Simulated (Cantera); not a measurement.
Feed: 1 mol Si, 0.7 mol Cl2, 0.66 mol H2, equilibrated at 1248.15 K and 2.00 bar.

Method: chemical equilibrium by Gibbs-energy minimisation in Cantera with the NASA 1993 tables (ideal gas, pure condensed phases). Candidate condensed phases: Si; 19 gas species. The tables' values for SiCl3 are old estimates; treat these amounts as uncertain. The numbers say what is thermodynamically allowed, not how fast it happens.

Base state: H2 0.577, SiCl4 0.240, SiHCl3 0.0949, HCl 0.0515, SiCl3 0.0196, SiCl2 0.0115, SiH2Cl2 0.00509, SiH3Cl 7.58e-5 (mole fractions); condensed: Si(s).

Question: What changes in the equilibrium state with this change: pressure from 2.00 bar to 5.10 bar?

Answer: 
| species | before | after |
|---|---|---|
| H2 | 0.577 | 0.577 |
| SiCl4 | 0.240 | 0.235 |
| SiHCl3 | 0.0949 | 0.118 |
| HCl | 0.0515 | 0.0405 |
| SiCl2 | 0.0115 | 0.00714 |
| SiCl3 | 0.0196 | 0.0152 |
| SiH3Cl | 7.58e-5 | 0.000152 |
| SiH2Cl2 | 0.00509 | 0.00803 |
| Si(s), mol | 0.626 | 0.619 |
